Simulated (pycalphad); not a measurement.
Computed with pycalphad from the COST 507 light-alloy database (1999), at 1 atm. The data set is of 1999 and partly superseded. Diffusion is slow at the low end, where real alloys seldom reach equilibrium.

Q: How does the equilibrium phase assembly of Si-93.8Fe (at.%) change on cooling from 1977 °C to 252 °C?

A: 
```
T (°C)     phases above     phases below
------  ---------------  ---------------
1484.7           LIQUID  BCC_A2 + LIQUID
1464.7  BCC_A2 + LIQUID           BCC_A2
```
Changes were sought between steps of 75 K, so a narrower field can be missed.

BCC_A2 is bcc.
